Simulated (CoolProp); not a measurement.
Vapour pressure (kPa) of propylene: the reference equation beside estimates from Tc = 364.2 K, pc = 4555 kPa, ω = 0.146. Clausius-Clapeyron is anchored at 299.2 K with a constant enthalpy of vaporisation of 14.01 kJ/mol.

Computed with CoolProp (reference Helmholtz-energy equation of state, Lemmon 2013).

| T (K) | reference | Lee-Kesler | Clausius-Clapeyron | van der Waals | Redlich-Kwong | Soave-Redlich-Kwong | Peng-Robinson |
|---|---|---|---|---|---|---|---|
| 290.7 | 954.2 | 957.5 | 1005 | 1728 | 1102 | 963.3 | 953.3 |
| 295 | 1066 | 1070 | 1094 | 1849 | 1223 | 1077 | 1066 |
| 299.2 | 1185 | 1188 | 1185 | 1972 | 1349 | 1198 | 1185 |
| 303.4 | 1313 | 1316 | 1281 | 2100 | 1484 | 1329 | 1314 |
| 307.6 | 1451 | 1454 | 1382 | 2233 | 1627 | 1469 | 1453 |
| 311.8 | 1599 | 1602 | 1488 | 2372 | 1780 | 1620 | 1602 |
| 316 | 1757 | 1760 | 1598 | 2515 | 1942 | 1781 | 1762 |
| 320.2 | 1927 | 1930 | 1714 | 2664 | 2114 | 1954 | 1934 |
| 324.4 | 2109 | 2111 | 1835 | 2819 | 2296 | 2138 | 2117 |
| 328.6 | 2303 | 2305 | 1961 | 2978 | 2488 | 2335 | 2313 |
| 332.8 | 2510 | 2512 | 2092 | 3143 | 2690 | 2544 | 2523 |
| 337 | 2731 | 2732 | 2228 | 3314 | 2903 | 2767 | 2745 |
| 341.3 | 2972 | 2973 | 2373 | 3494 | 3132 | 3009 | 2988 |
| 345.5 | 3222 | 3224 | 2520 | 3676 | 3367 | 3259 | 3240 |

Absolute difference from the reference over all 14 rows, mean and median: Lee-Kesler 0.2 and 0.2 %, Clausius-Clapeyron 10.5 and 10.1 %, van der Waals 43.3 and 40.7 %, Redlich-Kwong 10.1 and 10.1 %, Soave-Redlich-Kwong 1.2 and 1.3 %, Peng-Robinson 0.3 and 0.3 %.
